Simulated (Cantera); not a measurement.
Feed: 1 mol Si₃N₄, 1.1 mol N₂O, 210 mol H₂, at 750 Torr.

Cantera equilibrium calculation (NASA polynomials, part measured and part estimated; ideal gas, pure solids and liquids). Candidate condensed phases: H₂O, Si, SiO₂, Si₂N₂O, Si₃N₄; 35 gas species. Mutual solubility and eutectic melting of coexisting phases are not modelled. Gases not in the tables: Si₂H₆ and higher silanes. Equilibrium is a limit: real reactors are often held back by kinetics, nucleation or transport. All values below are at 1625 °C.

Base state: H₂ 0.981, N₂ 0.0135, SiO 0.00419, H 0.000774, SiH₂ 5.65e-5, Si 1.23e-5, SiH 1.06e-5 (mole fractions); condensed: Si(l) + Si₂N₂O(s).

Task: What changes in the equilibrium state with this change: Si₃N₄ replaced by Si?

Result: 
```
species          before     after
--------------  -------  --------
H₂                0.981     0.989
N₂               0.0135   0.00518
SiO             0.00419   0.00471
H₂O             3.75e-6  0.000472
Si              1.23e-5   1.11e-7
SiH             1.06e-5   9.61e-8
Si(l), mol         1.68         0
Si₂N₂O(s), mol    0.204         0
```
